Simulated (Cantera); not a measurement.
A Cantera script and what it prints.

```python
import numpy as np
import cantera as ct

gas_names = """
    H H2 Si SiH SiH2 SiH3 SiH4 Si2 Si3
""".split()
cond_names = """
    Si(cr) Si(L)
""".split()


def load(file, names, dense=False):
    # The tables refer to 1 bar. Condensed volumes are neglected.
    table = {s.name: s for s in ct.Species.list_from_file(file)}
    out = []
    for n in names:
        d = dict(table[n].input_data)
        d["thermo"] = dict(d["thermo"], **{"reference-pressure": 1e5})
        if dense:
            d["equation-of-state"] = {"model": "constant-volume", "density": "1e6 g/cm^3"}
        out.append(ct.Species.from_dict(d))
    return out


gas = ct.Solution(thermo="ideal-gas", species=load("nasa_gas.yaml", gas_names))
cond = {s.name: ct.Solution(thermo="fixed-stoichiometry", species=[s], name=s.name)
        for s in load("nasa_condensed.yaml", cond_names, dense=True)}
atoms = {
    'Si': {'Si': 1},
    'H2': {'H': 2},
}
top_T = {}  # K; cautious upper limits of use, not melting points


def equilibrate(T, P, feed):
    n = {}
    for name, mol in feed.items():
        for a, k in atoms[name].items():
            n[a] = n.get(a, 0.0) + k * mol
    gas.TPX = T, P, n
    mass = sum(n.values()) * gas.mean_molecular_weight
    gas.equilibrate("TP")
    valid = [c for c in cond.values() if c.min_temp <= T <= top_T.get(c.name, c.max_temp)]
    mix = ct.Mixture([(gas, mass / gas.mean_molecular_weight)] + [(c, 0.0) for c in valid])
    mix.T, mix.P = T, P
    mix.equilibrate("TP", solver="vcs", rtol=1e-11, max_steps=5000)
    return mix


results = []
feed = {'Si': 1, 'H2': 7.9}  # mol
T = 1723.15  # K
P = 31000  # Pa
mix = equilibrate(T, P, feed)
results.append((T, P, feed, dict(zip(mix.species_names, mix.species_moles))))
print(gas.report(threshold=0.0001))
for i in range(1, mix.n_phases):
    print(f"{mix.phase(i).name:16s} {mix.phase_moles(i):12.5e} mol")
```

It prints:

```
       temperature   1723.2 K
          pressure   31000 Pa
           density   0.0043628 kg/m^3
  mean mol. weight   2.0163 kg/kmol
   phase of matter   gas

                          1 kg             1 kmol
                     ---------------   ---------------
          enthalpy        2.1686e+07        4.3726e+07  J
   internal energy         1.458e+07        2.9399e+07  J
           entropy             95817         1.932e+05  J/K
    Gibbs function       -1.4342e+08       -2.8918e+08  J
 heat capacity c_p             16473             33215  J/K
 heat capacity c_v             12350             24901  J/K

                      mass frac. Y      mole frac. X     chem. pot. / RT
                     ---------------   ---------------   ---------------
                 H        0.00016393        0.00032792           -10.094
                H2           0.99949           0.99965           -20.188
     [   +7 minor]        0.00034215         2.317e-05

Si(L)             9.99817e-01 mol
```

Equilibrium computed with Cantera from the NASA thermochemical tables; the gas is ideal and each condensed phase is pure. Gases not in the tables: Si2H6 and higher silanes.
